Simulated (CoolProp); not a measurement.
Values from CoolProp's reference Helmholtz-energy equation of state, Lemmon 2006. It is a short technical equation, of lower accuracy than the large ones.

**Question.** For R142b, give the phase and the cv (kJ/(kg K)) at 386.3 K and 217 kPa.

**Answer.** 
- 386.3 K and 217 kPa: gas; cv 0.895
